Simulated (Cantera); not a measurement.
A perfectly stirred reactor is fed with H2 : O2 : N2 = 1 : 0.926 : 3.48 (molar parts), at 5.90 bar; it is adiabatic with a 700 K inlet, and is followed from long to short residence time, starting on the burning branch (τ in s: 0.13, 0.048, 0.018, 0.0069, 0.0026, 0.001, 0.00038, 0.00014, 5.5e-05, 2.1e-05, 7.9e-06).

Detailed kinetics in Cantera: GRI-Mech 3.0 (53 species, 325 reactions). The hydrogen kinetics of GRI-Mech 3.0 are dated; newer H2 mechanisms differ, most at raised pressure.

**Question.** Predict: blow-out, bracketed by the residence times tried; x(H2) at τ = 0.130 s; x(O2) at τ = 0.130 s; x(NO) at τ = 0.130 s; x(H) at τ = 0.130 s; x(NO2) at τ = 0.130 s; x(H2) at τ = 1.00 ms; x(O2) at τ = 1.00 ms; x(NO) at τ = 1.00 ms; x(H) at τ = 1.00 ms; x(NO2) at τ = 1.00 ms.

**Answer.** 
| Item | Result |
|---|---|
| blow-out, bracketed by the residence times tried | burning at 7.90 µs, the shortest tried |
| x(H2) at τ = 0.130 s | 0.000133 |
| x(O2) at τ = 0.130 s | 0.0858 |
| x(NO) at τ = 0.130 s | 0.000932 |
| x(H) at τ = 0.130 s | 1.16e-5 |
| x(NO2) at τ = 0.130 s | 2.31e-6 |
| x(H2) at τ = 1.00 ms | 0.000740 |
| x(O2) at τ = 1.00 ms | 0.0859 |
| x(NO) at τ = 1.00 ms | 3.84e-5 |
| x(H) at τ = 1.00 ms | 0.000101 |
| x(NO2) at τ = 1.00 ms | 1.43e-7 |
